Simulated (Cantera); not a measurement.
A perfectly stirred reactor is fed with CH4 : C2H6 : O2 : N2 = 1 : 0.37 : 1.94 : 7.29 (molar parts), equivalence ratio 1.7, at 24000 Pa; it is adiabatic with a 598 K inlet, and is followed from long to short residence time, starting on the burning branch (τ in s: 0.024, 0.01, 0.0047, 0.0021, 0.00091, 0.00041, 0.00018, 8e-05, 3.5e-05, 1.6e-05, 6.9e-06, 3.1e-06).

Model: GRI-Mech 3.0 (53 species, 325 reactions), integrated in Cantera.

Question: What does this change do: N2 7.29 to 12 parts?

Answer: 
| quantity | before | after |
|---|---|---|
| blow-out, bracketed by the residence times tried | burning at 0.910 ms, out at 0.410 ms | burning at 10.0 ms, out at 4.70 ms |
| x(CH4) at τ = 24.0 ms | 0.000696 | 0.00424 |
| x(C2H6) at τ = 24.0 ms | 4.97e-6 | 8.39e-5 |
| x(O2) at τ = 24.0 ms | 0.000577 | 0.00349 |
| x(C2H2) at τ = 24.0 ms | 0.000752 | 0.00450 |
| x(N2O) at τ = 24.0 ms | 5.18e-8 | 2.22e-9 |
| x(CH4) at τ = 0.180 ms | 0.0943 | 0.0653 |
| x(C2H6) at τ = 0.180 ms | 0.0349 | 0.0242 |
| x(O2) at τ = 0.180 ms | 0.183 | 0.127 |
| x(C2H2) at τ = 0.180 ms | <1e-12 | <1e-12 |
| x(N2O) at τ = 0.180 ms | <1e-12 | <1e-12 |

Question: What does this change do: CH4 1 to 1.5 parts?

Answer: 
```json
[
 {"quantity": "blow-out, bracketed by the residence times tried", "before": "burning at 0.910 ms, out at 0.410 ms", "after": "burning at 4.70 ms, out at 2.10 ms"},
 {"quantity": "x(CH4) at τ = 24.0 ms", "before": "0.000696", "after": "0.0125"},
 {"quantity": "x(C2H6) at τ = 24.0 ms", "before": "4.97e-6", "after": "0.000102"},
 {"quantity": "x(O2) at τ = 24.0 ms", "before": "0.000577", "after": "0.00351"},
 {"quantity": "x(C2H2) at τ = 24.0 ms", "before": "0.000752", "after": "0.0173"},
 {"quantity": "x(N2O) at τ = 24.0 ms", "before": "5.18e-8", "after": "4.34e-10"},
 {"quantity": "x(CH4) at τ = 0.180 ms", "before": "0.0943", "after": "0.135"},
 {"quantity": "x(C2H6) at τ = 0.180 ms", "before": "0.0349", "after": "0.0333"},
 {"quantity": "x(O2) at τ = 0.180 ms", "before": "0.183", "after": "0.175"},
 {"quantity": "x(C2H2) at τ = 0.180 ms", "before": "<1e-12", "after": "<1e-12"},
 {"quantity": "x(N2O) at τ = 0.180 ms", "before": "<1e-12", "after": "<1e-12"}
]
```
